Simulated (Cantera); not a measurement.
An adiabatic, constant-volume homogeneous reactor starts with CO : H2 : CH4 : O2 : N2 : CO2 = 1 : 0.093 : 0.36 : 1.15 : 4.33 : 0.16 (molar parts), equivalence ratio 1.1, at 1550 K and 14.0 bar.

Computed with Cantera and GRI-Mech 3.0 (53 species, 325 reactions). The pressure lies above the range GRI-Mech 3.0 was tuned for (to about 10 atm). Above 3000 K some thermodynamic fits are extrapolated.

Task: Predict: time of steepest temperature rise; temperature at 0.900 s; equilibrium temperature; x(CO) at 0.900 s; x(H2) at 0.900 s; x(HCO) at 0.900 s; x(H) at 0.900 s; x(OH) at 0.900 s.

Result: 
* **time of steepest temperature rise**: 34.7 µs
* **temperature at 0.900 s**: 3118 K
* **equilibrium temperature**: 3118 K
* **x(CO) at 0.900 s**: 0.0891 (gas-phase equilibrium 0.0891)
* **x(H2) at 0.900 s**: 0.00883 (gas-phase equilibrium 0.00883)
* **x(HCO) at 0.900 s**: 6.74e-7 (gas-phase equilibrium 6.74e-7)
* **x(H) at 0.900 s**: 0.00403 (gas-phase equilibrium 0.00403)
* **x(OH) at 0.900 s**: 0.0162 (gas-phase equilibrium 0.0162)
